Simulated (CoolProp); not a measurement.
Properties of R407C along the isobar 5850 kPa.

Model: reference Helmholtz-energy equation of state, Lemmon 2003, in CoolProp. It is a pseudo-pure fit of the blend.

```json
[
 {"T (K)": "272.3", "phase": "liquid", "Z": "0.1766", "speed of sound (m/s)": "642.3", "isothermal compressibility (1/MPa)": "0.003023"},
 {"T (K)": "285.5", "phase": "liquid", "Z": "0.1747", "speed of sound (m/s)": "582.8", "isothermal compressibility (1/MPa)": "0.003856"},
 {"T (K)": "298.7", "phase": "liquid", "Z": "0.1741", "speed of sound (m/s)": "522.7", "isothermal compressibility (1/MPa)": "0.005083"},
 {"T (K)": "312", "phase": "liquid", "Z": "0.1748", "speed of sound (m/s)": "460.9", "isothermal compressibility (1/MPa)": "0.007037"},
 {"T (K)": "325.2", "phase": "liquid", "Z": "0.1776", "speed of sound (m/s)": "397.3", "isothermal compressibility (1/MPa)": "0.01042"},
 {"T (K)": "338.5", "phase": "liquid", "Z": "0.1836", "speed of sound (m/s)": "329.2", "isothermal compressibility (1/MPa)": "0.01743"},
 {"T (K)": "351.7", "phase": "liquid", "Z": "0.1962", "speed of sound (m/s)": "253.8", "isothermal compressibility (1/MPa)": "0.03719"},
 {"T (K)": "365", "phase": "supercritical", "Z": "0.2355", "speed of sound (m/s)": "159.9", "isothermal compressibility (1/MPa)": "0.1846"},
 {"T (K)": "378.2", "phase": "supercritical", "Z": "0.4394", "speed of sound (m/s)": "128.8", "isothermal compressibility (1/MPa)": "0.5249"}
]
```
